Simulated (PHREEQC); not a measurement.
## Copper plating or etch bath (model solution)

Solution (20 °C): 0.00062 mol/kgw Cu(BF4)2, 2e-05 mol/kgw H2SO4 and 0.03 mol/kgw Na2SO4. Closed to the air; pH follows from the charge balance.

The numbers come from PHREEQC with the ion-association model, phreeqc.dat.

No solid was allowed to form.

**Question.** Estimate the pH, ionic strength, density.

**Answer.** pH 3.23; ionic strength 0.0850 mol/kgw; density 1.002 g/cm³.

**Question.** In which forms is B present?

**Answer.** H3BO3 65 %, BF4- 24 %, BF3OH- 6.0 %, BF2(OH)2- 5.3 % of the B.

Real BF4- forms and hydrolyses slowly; the run takes it at equilibrium.
